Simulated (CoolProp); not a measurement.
A single-stage vapour-compression cycle with the fluid: evaporating at 193.15 K (dew point), condensing at 260.15 K (bubble point), superheat 0 K, subcooling 5 K, compressor efficiency 0.6, no pressure losses. The same conditions are run with several fluids, on thermodynamics alone (safety and materials aside).

Model: reference Helmholtz-energy equation of state of each fluid (propane: Lemmon 2009; ethane: Bücker 2006; hydrogen chloride: Thol 2018; R22: Kamei 1995; propylene: Lemmon 2013), in CoolProp.

**Question.** Rank propane, ethane, hydrogen chloride, R22, propylene by cooling COP, highest first.

**Answer.** propane (1.37), propylene (1.36), R22 (1.34), ethane (1.24), hydrogen chloride (1.21)

```json
[
 {"fluid": "propane", "pressure ratio": "23.9", "discharge temperature (K)": "349.1", "refrigerating effect (kJ/kg)": "324", "volumetric capacity (kJ/m³)": "117"},
 {"fluid": "ethane", "pressure ratio": "10.9", "discharge temperature (K)": "353.7", "refrigerating effect (kJ/kg)": "309", "volumetric capacity (kJ/m³)": "956"},
 {"fluid": "hydrogen chloride", "pressure ratio": "13.6", "discharge temperature (K)": "536.9", "refrigerating effect (kJ/kg)": "331", "volumetric capacity (kJ/m³)": "1040"},
 {"fluid": "R22", "pressure ratio": "30.7", "discharge temperature (K)": "412.2", "refrigerating effect (kJ/kg)": "189", "volumetric capacity (kJ/m³)": "107"},
 {"fluid": "propylene", "pressure ratio": "22.2", "discharge temperature (K)": "365.4", "refrigerating effect (kJ/kg)": "336", "volumetric capacity (kJ/m³)": "155"}
]
```
